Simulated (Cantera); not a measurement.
What does this Cantera script print?

```python
import numpy as np
import cantera as ct

gas_names = """
    Fe FeO Fe(OH)2 H HO2 H2 H2O H2O2 H2S H2SO4 O OH O2 O3 S SH SO SO2 SO3 S2 S2O S8
""".split()
cond_names = """
    Fe(a) Fe(c) Fe(d) Fe(L) FeO(s) FeO(L) Fe(OH)2(s) Fe(OH)3(s) FeS(a) FeS(b) FeS(c) FeS(L) FeSO4(s)
    FeS2(s) Fe2O3(s) Fe2S3O12(s) Fe3O4(s) H2O(s) H2O(L) H2SO4(L) S(cr1) S(cr2) S(L)
""".split()


# ... load() reads the species with a 1 bar reference pressure and builds the phases ...
atoms = {
    'FeS2': {'Fe': 1, 'S': 2},
    'SO2': {'S': 1, 'O': 2},
    'H2O': {'H': 2, 'O': 1},
    'SO3': {'S': 1, 'O': 3},
}
top_T = {'FeSO4(s)': 950, 'FeS2(s)': 1010, 'Fe2O3(s)': 1830, 'Fe2S3O12(s)': 1100, 'Fe3O4(s)': 1870}  # K; cautious upper limits of use, not melting points


# ... equilibrate(T, P, feed) seeds the gas with the atoms and calls Mixture.equilibrate('TP', solver="vcs", rtol=1e-11, max_steps=5000) ...
results = []
feed = {'FeS2': 1, 'SO2': 0.23, 'H2O': 0.35, 'SO3': 1.6}  # mol
T = 1298  # K
P = 470000  # Pa
mix = equilibrate(T, P, feed)
results.append((T, P, feed, dict(zip(mix.species_names, mix.species_moles))))
print(gas.report(threshold=1e-05))
for i in range(1, mix.n_phases):
    print(f"{mix.phase(i).name:16s} {mix.phase_moles(i):12.5e} mol")
```

Output:

```
       temperature   1298 K
          pressure   4.7e+05 Pa
           density   2.5692 kg/m^3
  mean mol. weight   58.994 kg/kmol
   phase of matter   gas

                          1 kg             1 kmol
                     ---------------   ---------------
          enthalpy        -3.713e+06       -2.1904e+08  J
   internal energy       -3.8959e+06       -2.2984e+08  J
           entropy            5119.5        3.0202e+05  J/K
    Gibbs function       -1.0358e+07       -6.1106e+08  J
 heat capacity c_p            916.08             54043  J/K
 heat capacity c_v            775.14             45729  J/K

                      mass frac. Y      mole frac. X     chem. pot. / RT
                     ---------------   ---------------   ---------------
                H2        2.5096e-05        0.00073438           -23.861
               H2O          0.033219           0.10878            -48.82
               H2S         0.0022301         0.0038609           -33.873
                SH         2.099e-05        3.7447e-05           -21.942
                SO        0.00044306        0.00054388           -34.972
               SO2           0.90399           0.83253           -59.931
                S2          0.050501          0.046464           -20.024
               S2O         0.0095731          0.007049           -44.984
     [  +14 minor]        2.0562e-06        1.6972e-06

Fe(c)             0.00000e+00 mol
FeO(s)            0.00000e+00 mol
Fe(OH)2(s)        0.00000e+00 mol
Fe(OH)3(s)        0.00000e+00 mol
FeS(c)            9.16328e-01 mol
Fe2O3(s)          0.00000e+00 mol
Fe3O4(s)          2.78907e-02 mol
S(L)              0.00000e+00 mol
```

Cantera equilibrium calculation (NASA polynomials, part measured and part estimated; ideal gas, pure solids and liquids). Mutual solubility and eutectic melting of coexisting phases are not modelled. FeS: taken at fixed stoichiometry. Gases not in the tables: S3 to S7.
